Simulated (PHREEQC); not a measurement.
Dissolve 0.0038 mol HF, 0.0013 mol NaOH and 0.0092 mol NaCl per kg of water at 60 °C. Closed to the air; pH follows from the charge balance.

Computed with PHREEQC (ion-association model, phreeqc.dat).

No solid was allowed to form.

**Question.** Order these F species by the share of F that they hold, largest first: NaF, HF2-, F-, HF.

**Answer.** HF (53 %), F- (46 %), HF2- (0.81 %), NaF (0.22 %)

The pH is 3.36 and the ionic strength 0.0110 mol/kgw. Away from 25 °C the constants follow the database's enthalpies or fits; those with neither stay at their 25 °C values.
